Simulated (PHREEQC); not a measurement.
Make-up at 25 °C: 0.029 mol HCl, 0.0074 mol ZnSO4 and 0.00019 mol MnSO4 per kg of water. It is in equilibrium with CO2 at log p = -3.4 (atm). Otherwise closed; pH follows from the charge balance.

All values are PHREEQC results (ion-association model, phreeqc.dat), not measurements.

```json
{
 "pH": "1.66",
 "ionic_strength": "0.0478 mol/kgw",
 "specific_conductance": "10700 µS/cm",
 "total_alkalinity": "-29.0 meq/kg"
}
```

```tsv
species	molality	activity	log γ
Cl-	0.0288	0.0235	-0.088
H+	0.0254	0.0217	-0.068
Zn+2	0.00620	0.00291	-0.328
HSO4-	0.00359	0.00296	-0.084
SO4-2	0.00299	0.00140	-0.330
ZnSO4	0.000945	0.000955	0.005
ZnCl+	0.000225	0.000184	-0.087
```

No solid was allowed to form.
